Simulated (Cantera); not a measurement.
Input (Python, Cantera) and output of one run.

```python
import numpy as np
import cantera as ct

gas_names = """
    Electron C C+ C- CH CH+ CH2 CH3 CH4 CN CN+ CN- C2 C2+ C2- C2H C2H2,acetylene C2H2,vinylidene
    C2H3,vinyl CH3CN C2H4 C2H5 C2H6 CCN CNC C2N2 C3 C3H3,propargyl C3H4,allene C3H4,propyne C3H4,cyclo-
    C3H5,allyl C3H6,propylene C3H6,cyclo- C3H7,n-propyl C3H7,i-propyl C3H8 C4 C4H2 C4H4,1,3-cyclo-
    C4H6,butadiene C4H6,2-butyne C4H6,cyclo- C4H8,1-butene C4H8,cis2-buten C4H8,tr2-butene
    C4H8,isobutene C4H8,cyclo- C4H9,n-butyl C4H9,i-butyl C4H9,s-butyl C4H9,t-butyl C4H10,isobutane
    C4H10,n-butane C4N2 C5 C5H6,1,3cyclo- C5H8,cyclo- C5H10,1-pentene C5H10,cyclo- C5H11,pentyl
    C5H11,t-pentyl C5H12,n-pentane C5H12,i-pentane CH3C(CH3)2CH3 C6H2 C6H5,phenyl C6H6 C6H10,cyclo-
    C6H12,1-hexene C6H12,cyclo- C6H13,n-hexyl C7H7,benzyl C7H8 C7H14,1-heptene C7H15,n-heptyl
    C7H16,n-heptane C8H8,styrene C8H10,ethylbenz C8H16,1-octene C8H17,n-octyl C8H18,isooctane
    C8H18,n-octane C9H19,n-nonyl C10H8,naphthale C10H21,n-decyl C12H9,o-bipheny C12H10,bipheny H H+ H-
    HCN HCCN HNC H2 H2+ H2- N N+ N- NH NH+ NH2 NH3 NH4+ N2 N2+ N2- N2H2 N2H4 Si Si+ SiC SiC2 SiC4H12 SiH
    SiH+ SiH2 SiH3 SiH4 SiN Si2 Si2C Si2N Si3
""".split()
cond_names = """
    C(gr) C6H6(L) C7H8(L) C8H18(L),n-octa Si(cr) Si(L) SiC(b) Si3N4(a)
""".split()


def load(file, names, dense=False):
    # The tables refer to 1 bar. Condensed volumes are neglected.
    table = {s.name: s for s in ct.Species.list_from_file(file)}
    out = []
    for n in names:
        d = dict(table[n].input_data)
        d["thermo"] = dict(d["thermo"], **{"reference-pressure": 1e5})
        if dense:
            d["equation-of-state"] = {"model": "constant-volume", "density": "1e6 g/cm^3"}
        out.append(ct.Species.from_dict(d))
    return out


gas = ct.Solution(thermo="ideal-gas", species=load("nasa_gas.yaml", gas_names))
cond = {s.name: ct.Solution(thermo="fixed-stoichiometry", species=[s], name=s.name)
        for s in load("nasa_condensed.yaml", cond_names, dense=True)}
atoms = {
    'Si3N4': {'Si': 3, 'N': 4},
    'C': {'C': 1},
    'H2': {'H': 2},
}
top_T = {'C(gr)': 4500, 'SiC(b)': 3050, 'Si3N4(a)': 2400}  # K; cautious upper limits of use, not melting points


def equilibrate(T, P, feed):
    n = {}
    for name, mol in feed.items():
        for a, k in atoms[name].items():
            n[a] = n.get(a, 0.0) + k * mol
    gas.TPX = T, P, n
    mass = sum(n.values()) * gas.mean_molecular_weight
    gas.equilibrate("TP")
    valid = [c for c in cond.values() if c.min_temp <= T <= top_T.get(c.name, c.max_temp)]
    mix = ct.Mixture([(gas, mass / gas.mean_molecular_weight)] + [(c, 0.0) for c in valid])
    mix.T, mix.P = T, P
    mix.equilibrate("TP", solver="vcs", rtol=1e-11, max_steps=5000)
    return mix


results = []
feed = {'Si3N4': 1, 'C': 0.0095, 'H2': 0.054}  # mol
P = 133.322  # Pa
for T in [3000, 3250, 3500, 3750, 4000, 4250, 4500, 4750, 5000]:
    mix = equilibrate(T, P, feed)
    results.append((T, P, feed, dict(zip(mix.species_names, mix.species_moles))))

top = {s: max(r[3][s] / sum(r[3][g] for g in gas_names) for r in results) for s in gas_names}
cols = sorted((s for s in top if top[s] > 1e-06), key=lambda s: -top[s])[:7]
seen = [c for c in cond_names if any(r[3].get(c, 0) > 1e-12 for r in results)]
print("log10 of partial pressures in bar; condensed amounts in mol")
print(f"{'T/K':>10s}" + "".join(f"{s[:9]:>10s}" for s in cols + seen))
for T, P, feed, n in results:
    ng = sum(n[g] for g in gas_names)
    print(f"{T:10.4g}" + "".join(f"{np.log10(max(n[s] / ng * P / 1e5, 1e-99)):10.3f}" for s in cols)
          + "".join(f"{n.get(c, 0):10.4g}" for c in seen))
```

It prints:

```
log10 of partial pressures in bar; condensed amounts in mol
       T/K        Si        N2         N  Electron       Si+         H         C
      3000    -3.108    -3.284    -6.498    -7.243    -7.241    -4.552    -6.091
      3250    -3.108    -3.284    -5.852    -6.673    -6.673    -4.551    -5.825
      3500    -3.109    -3.287    -5.298    -6.183    -6.183    -4.552    -5.721
      3750    -3.111    -3.293    -4.819    -5.757    -5.757    -4.554    -5.672
      4000    -3.117    -3.308    -4.405    -5.384    -5.384    -4.558    -5.650
      4250    -3.130    -3.342    -4.049    -5.057    -5.057    -4.568    -5.646
      4500    -3.153    -3.408    -3.750    -4.771    -4.771    -4.587    -5.655
      4750    -3.191    -3.529    -3.513    -4.522    -4.522    -4.615    -5.678
      5000    -3.244    -3.729    -3.344    -4.306    -4.306    -4.651    -5.711
```

Equilibrium computed with Cantera from the NASA thermochemical tables; the gas is ideal and each condensed phase is pure. The tables' values for SiN are old estimates; treat these amounts as uncertain.
